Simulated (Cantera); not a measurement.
An isothermal, constant-pressure homogeneous reactor starts with 38.5 % C3H8, 61.5 % H2, at 1550 K and 0.353 Torr.

Model: GRI-Mech 3.0 (53 species, 325 reactions), integrated in Cantera. GRI-Mech 3.0 was tuned for natural gas; its chemistry of propane as a main component is partial and can be far from experiment. GRI-Mech 3.0 stops at C3 and has no aromatics, soot or wall deposition, so with more carbon than oxygen in the feed, carbon stays in small species such as C2H2 where larger ones or solid carbon would form. Radical loss at walls, strong at low pressure, is not modelled.

Problem. Predict: x(C3H8) at 7.00 s; x(H2) at 7.00 s; x(CH2) at 7.00 s; x(CH4) at 7.00 s; x(H) at 7.00 s; x(CH3) at 7.00 s; x(C2H) at 7.00 s.

Solution. 
```
Item                                                  Value
-----------------  ----------------------------------------
x(C3H8) at 7.00 s    3.54e-9 (gas-phase equilibrium <1e-12)
x(H2) at 7.00 s         0.624 (gas-phase equilibrium 0.731)
x(CH2) at 7.00 s    4.46e-7 (gas-phase equilibrium 4.00e-9)
x(CH4) at 7.00 s      0.139 (gas-phase equilibrium 7.64e-5)
x(H) at 7.00 s     0.000336 (gas-phase equilibrium 0.00125)
x(CH3) at 7.00 s    0.00150 (gas-phase equilibrium 2.65e-6)
x(C2H) at 7.00 s    3.20e-7 (gas-phase equilibrium 1.16e-6)
```
